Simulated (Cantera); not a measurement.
An isothermal, constant-pressure homogeneous reactor starts with 1.86 % H₂, 98.1 % O₂, at 900 K and 1.05 Torr.

Computed with Cantera and GRI-Mech 3.0 (53 species, 325 reactions). Radical loss at walls, strong at low pressure, is not modelled. Below about 950 K walls govern HO2 and H2O2 in real vessels.

Predict: x(H₂) at 2.00 s; x(O₂) at 2.00 s; x(H₂O) at 2.00 s; x(O) at 2.00 s; x(HO₂) at 2.00 s; x(OH) at 2.00 s; x(H) at 2.00 s.


```
Item                                                Result
----------------  ----------------------------------------
x(H₂) at 2.00 s   7.03e-5 (gas-phase equilibrium 1.63e-12)
x(O₂) at 2.00 s        0.976 (gas-phase equilibrium 0.981)
x(H₂O) at 2.00 s     0.0182 (gas-phase equilibrium 0.0188)
x(O) at 2.00 s    0.00468 (gas-phase equilibrium 1.43e-10)
x(HO₂) at 2.00 s  4.82e-7 (gas-phase equilibrium 4.20e-11)
x(OH) at 2.00 s   0.000257 (gas-phase equilibrium 4.34e-8)
x(H) at 2.00 s     0.000779 (gas-phase equilibrium <1e-12)
```
